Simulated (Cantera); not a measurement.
Input (Python, Cantera):

```python
import numpy as np
import cantera as ct

gas = ct.Solution("h2o2.yaml")
gas.TPX = 1000, 170, {'H2': 0.43, 'O2': 1}
reactor = ct.IdealGasConstPressureReactor(gas, energy="off", clone=False)
net = ct.ReactorNet([reactor])
net.rtol, net.atol = 1e-08, 1e-18
show = ['H2', 'O2', 'O', 'H2O2', 'H2O']
times = np.geomspace(8e-05, 7, 12)

steps = ct.SolutionArray(gas, extra=["t"])
rows = []
print(f"{'t/s':>10s}{'T/K':>9s}{'P/Pa':>11s}" + "".join(f"{s:>11s}" for s in show))
for t in times:
    while net.time < t:
        t_next = net.step()
        steps.append(gas.state, t=t_next)
    rows.append([np.interp(t, steps.t, y) for y in (steps.T, steps.P, *steps(*show).X.T)])
    print(f"{t:10.3e}{rows[-1][0]:9.1f}{rows[-1][1]:11.4g}" + "".join(f"{x:11.3e}" for x in rows[-1][2:]))
rate = np.gradient(steps.T, steps.t)
print("integrator steps:", len(steps.t))
if steps.T.max() > steps.T[0] + 200:
    print(f"time of steepest temperature rise: {steps.t[rate.argmax()]:.4e} s")
gas.TPX = 1000, 170, {'H2': 0.43, 'O2': 1}
gas.equilibrate("TP")
print(f"equilibrium (TP): T = {gas.T:.1f} K  " + "  ".join(f"{s} {gas[s].X[0]:.3e}" for s in show))
```

Result:

```
       t/s      T/K       P/Pa         H2         O2          O       H2O2        H2O
 8.000e-05   1000.0        170  3.007e-01  6.993e-01  5.560e-13  3.302e-16  1.104e-13
 2.251e-04   1000.0        170  3.007e-01  6.993e-01  4.047e-12  2.589e-15  1.940e-12
 6.333e-04   1000.0        170  3.007e-01  6.993e-01  2.767e-11  2.050e-14  2.898e-11
 1.782e-03   1000.0        170  3.007e-01  6.993e-01  1.956e-10  1.623e-13  4.197e-10
 5.014e-03   1000.0        170  3.007e-01  6.993e-01  3.459e-09  1.290e-12  1.250e-08
 1.411e-02   1000.0        170  3.007e-01  6.993e-01  3.881e-06  2.108e-11  1.536e-05
 3.969e-02   1000.0        170  1.785e-02  5.675e-01  5.614e-02  2.906e-08  2.113e-01
 1.117e-01   1000.0        170  1.282e-02  5.815e-01  4.886e-02  3.182e-08  2.471e-01
 3.143e-01   1000.0        170  7.521e-03  6.165e-01  2.453e-02  5.421e-08  3.086e-01
 8.842e-01   1000.0        170  1.286e-03  6.419e-01  3.883e-03  9.235e-08  3.489e-01
 2.488e+00   1000.0        170  9.052e-05  6.457e-01  2.701e-04  6.636e-08  3.535e-01
 7.000e+00   1000.0        170  9.605e-06  6.460e-01  2.943e-05  2.698e-08  3.538e-01
integrator steps: 1737
equilibrium (TP): T = 1000.0 K  H2 9.394e-10  O2 6.461e-01  O 3.085e-09  H2O2 3.303e-11  H2O 3.539e-01
```

Detailed kinetics in Cantera: the H2/O2 subset of GRI-Mech 3.0, which has no nitrogen chemistry. Radical loss at walls, strong at low pressure, is not modelled. The temperature is held fixed by assumption; the heat of reaction is taken as removed at once.
